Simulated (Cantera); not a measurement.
Input (Python, Cantera):

```python
import numpy as np
import cantera as ct

gas = ct.Solution("gri30.yaml")
gas.TPX = 1050, 100000, {'CO': 1, 'H2': 0.56, 'O2': 0.987, 'N2': 2.76}
reactor = ct.IdealGasConstPressureReactor(gas, energy="on", clone=False)
net = ct.ReactorNet([reactor])
net.rtol, net.atol = 1e-08, 1e-16
show = ['CO', 'H2', 'O2', 'H', 'H2O2']
times = np.geomspace(2e-06, 0.1, 11)

steps = ct.SolutionArray(gas, extra=["t"])
rows = []
print(f"{'t/s':>10s}{'T/K':>9s}{'P/Pa':>11s}" + "".join(f"{s:>11s}" for s in show))
for t in times:
    while net.time < t:
        t_next = net.step()
        steps.append(gas.state, t=t_next)
    rows.append([np.interp(t, steps.t, y) for y in (steps.T, steps.P, *steps(*show).X.T)])
    print(f"{t:10.3e}{rows[-1][0]:9.1f}{rows[-1][1]:11.4g}" + "".join(f"{x:11.3e}" for x in rows[-1][2:]))
rate = np.gradient(steps.T, steps.t)
print("integrator steps:", len(steps.t))
if steps.T.max() > steps.T[0] + 200:
    print(f"time of steepest temperature rise: {steps.t[rate.argmax()]:.4e} s")
gas.TPX = 1050, 100000, {'CO': 1, 'H2': 0.56, 'O2': 0.987, 'N2': 2.76}
gas.equilibrate("HP")
print(f"equilibrium (HP): T = {gas.T:.1f} K  " + "  ".join(f"{s} {gas[s].X[0]:.3e}" for s in show))
```

Output:

```
       t/s      T/K       P/Pa         CO         H2         O2          H       H2O2
 2.000e-06   1050.0      1e+05  1.884e-01  1.055e-01  1.860e-01  1.865e-10  1.693e-14
 5.901e-06   1050.0      1e+05  1.884e-01  1.055e-01  1.860e-01  9.311e-10  1.980e-13
 1.741e-05   1050.0      1e+05  1.884e-01  1.055e-01  1.860e-01  6.277e-09  4.198e-12
 5.137e-05   1050.0      1e+05  1.884e-01  1.055e-01  1.860e-01  2.400e-07  3.691e-10
 1.516e-04   1318.5      1e+05  1.756e-01  4.220e-02  1.477e-01  2.300e-02  5.181e-06
 4.472e-04   2584.7      1e+05  6.190e-02  6.357e-03  6.853e-02  5.455e-03  1.802e-07
 1.320e-03   2672.6      1e+05  5.428e-02  5.304e-03  6.425e-02  3.768e-03  2.584e-07
 3.893e-03   2666.9      1e+05  5.404e-02  5.298e-03  6.152e-02  3.676e-03  2.513e-07
 1.149e-02   2662.7      1e+05  5.387e-02  5.294e-03  5.954e-02  3.610e-03  2.459e-07
 3.389e-02   2662.3      1e+05  5.385e-02  5.294e-03  5.939e-02  3.605e-03  2.455e-07
 1.000e-01   2662.3      1e+05  5.385e-02  5.294e-03  5.939e-02  3.605e-03  2.455e-07
integrator steps: 1296
time of steepest temperature rise: 1.5353e-04 s
equilibrium (HP): T = 2662.3 K  CO 5.385e-02  H2 5.294e-03  O2 5.939e-02  H 3.605e-03  H2O2 2.455e-07
```

Cantera simulation using GRI-Mech 3.0 (53 species, 325 reactions); the numbers are that mechanism's predictions, not measurements.
